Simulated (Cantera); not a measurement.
Feed: 1 mol AlN, 13 mol HCl, 8.7 mol N2, at 2050 K and 13300 Pa.

Method: chemical equilibrium by Gibbs-energy minimisation in Cantera with the NASA 1993 tables (ideal gas, pure condensed phases). Candidate condensed phases: Al, AlCl3, AlN, NH4Cl; 20 gas species. The tables' values for AlCl2 are old estimates; treat these amounts as uncertain. Rates play no part.

Base state: HCl 0.462, N2 0.419, H2 0.0640, AlCl3 0.0337, Cl 0.00840, AlCl2 0.00824, AlCl 0.00355, H 0.00157 (mole fractions); condensed: gas only.

**Question.** What changes in the equilibrium state with this change: HCl from 13 to 18 mol?

**Answer.** 
```json
[
 {"species": "HCl", "before": "0.462", "after": "0.554"},
 {"species": "N2", "before": "0.419", "after": "0.341"},
 {"species": "H2", "before": "0.0640", "after": "0.0556"},
 {"species": "Cl", "before": "0.00840", "after": "0.0108"},
 {"species": "AlCl3", "before": "0.0337", "after": "0.0296"},
 {"species": "AlCl", "before": "0.00355", "after": "0.00188"},
 {"species": "Cl2", "before": "1.19e-5", "after": "1.97e-5"},
 {"species": "AlCl2", "before": "0.00824", "after": "0.00561"}
]
```
